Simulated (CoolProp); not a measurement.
Properties of water along the isotherm 325.2 K.

The numbers come from the reference Helmholtz-energy equation of state, Wagner 2002 in CoolProp.

```
p (bar)   phase  cp (kJ/(kg K))  speed of sound (m/s)  isothermal compressibility (1/MPa)  conductivity (mW/(m K))
-------  ------  --------------  --------------------  ----------------------------------  -----------------------
62.5     liquid           4.168                  1556                           0.0004349                      646
125      liquid           4.155            (withheld)                           0.0004278                      649
188      liquid           4.141                  1578                           0.0004208               (withheld)
250      liquid           4.129                  1589                           0.0004142                      656
312      liquid      (withheld)                  1600                           0.0004079                      659
375      liquid           4.105                  1611                          (withheld)                      662
438      liquid           4.094                  1621                           0.0003955                      665
500      liquid           4.083                  1632                           0.0003896                      668
562      liquid           4.073                  1643                           0.0003840                      670
625      liquid      (withheld)                  1653                           0.0003784                      673
688      liquid           4.053                  1664                           0.0003730                      676
750      liquid           4.043                  1674                           0.0003678                      679
812      liquid      (withheld)                  1684                           0.0003628                      682
875      liquid           4.025                  1694                           0.0003578                      684
938      liquid           4.017                  1705                           0.0003530                      687
1000     liquid           4.009                  1715                          (withheld)                      690
```

Question: Some entries are withheld; supply them.

Answer: 
- 125, speed of sound (m/s): 1567
- 188, conductivity (mW/(m K)): 652
- 312, cp (kJ/(kg K)): 4.117
- 375, isothermal compressibility (1/MPa): 0.0004016
- 625, cp (kJ/(kg K)): 4.062
- 812, cp (kJ/(kg K)): 4.034
- 1000, isothermal compressibility (1/MPa): 0.0003483

Thermal conductivity comes from a separate model (Huber 2012).
